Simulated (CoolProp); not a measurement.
Saturation properties of isohexane.

Computed with CoolProp (reference Helmholtz-energy equation of state, Lemmon 2006). It is a short technical equation, of lower accuracy than the large ones.

```tsv
T (K)	p (MPa)	liquid density (kg/m³)	enthalpy of vaporisation (kJ/kg)	vapour Z	surface tension (mN/m)
270.7	0.007899	673.2	364.8	0.9922	19.7
290.4	0.02028	655.6	352.3	0.9845	17.7
310.2	0.04543	637.3	339.3	0.9724	15.7
329.9	0.09063	618.5	325.6	0.9551	13.7
349.7	0.1658	598.6	310.7	0.9318	11.8
369.5	0.2817	577.5	294.4	0.9016	9.95
389.2	0.4499	554.9	276.2	0.8638	8.15
409	0.6855	529.9	255.4	0.8170	6.41
428.8	1.003	501.8	231.1	0.7592	4.74
448.5	1.417	468.7	201.6	0.6873	3.17
468.3	1.954	426.3	162.8	0.5932	1.71
488.1	2.640	358.9	101.2	0.4524	0.451
```

It boils at 333.4 K under 1 atm.

Surface tension comes from a separate correlation (Mulero 2012).
